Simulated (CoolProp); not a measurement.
Vapour-liquid equilibrium of isobutane (1) + isobutene (2) at 0.736 bar; x and y are mole fractions of (1).

Model: multi-fluid Helmholtz-energy mixture model, Bücker 2006 and Lemmon 2005; pair parameters Bell 2016, in CoolProp.

### Question
Give the bubble temperature and the first vapour's composition at x = 0.05, 0.45, 0.85. Is there an azeotrope?

### Answer
x = 0.05: 257.9 K, y = 0.064; x = 0.45: 255.6 K, y = 0.499; x = 0.85: 254.0 K, y = 0.868. No azeotrope shows between x = 0.05 and 0.95.

Pair parameters are fitted to limited data, so mixtures are less certain than the pure fluids.
